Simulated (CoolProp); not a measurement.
Chloromethane (R40) along the isotherm 500 K: fugacity coefficient from the reference equation and from simpler models built on Tc = 418.6 K, pc = 6.929 MPa, ω = 0.150; each cubic takes its own stable root.

The numbers come from the reference Helmholtz-energy equation of state, Thol 2014 in CoolProp.

| p (MPa) | phase | reference |
|---|---|---|
| 0.65 | gas | 0.9812 |
| 1.3 | gas | 0.9626 |
| 1.95 | gas | 0.9443 |
| 2.6 | gas | 0.9262 |
| 3.25 | gas | 0.9083 |
| 3.9 | gas | 0.8907 |
| 4.55 | gas | 0.8732 |
| 5.2 | gas | 0.8560 |
| 5.85 | gas | 0.8391 |
| 6.5 | gas | 0.8223 |
| 7.15 | supercritical | 0.8058 |
| 7.8 | supercritical | 0.7895 |
| 8.44 | supercritical | 0.7737 |
| 9.09 | supercritical | 0.7579 |
| 9.74 | supercritical | 0.7423 |
| 10.4 | supercritical | 0.7268 |

Problem. How far does each simpler model (van der Waals, Redlich-Kwong, Soave-Redlich-Kwong, Peng-Robinson) lie from the reference over these 16 states: mean and median of the absolute difference, and the worst?

Solution. 
- van der Waals: mean 0.3 %, median 0.3 %, worst -0.7 % at 500 K and 10.4 MPa
- Redlich-Kwong: mean 0.1 %, median 0.1 %, worst -0.2 % at 500 K and 10.4 MPa
- Soave-Redlich-Kwong: mean 1.2 %, median 1.1 %, worst +2.4 % at 500 K and 10.4 MPa
- Peng-Robinson: mean 1.1 %, median 1.3 %, worst -1.7 % at 500 K and 10.4 MPa
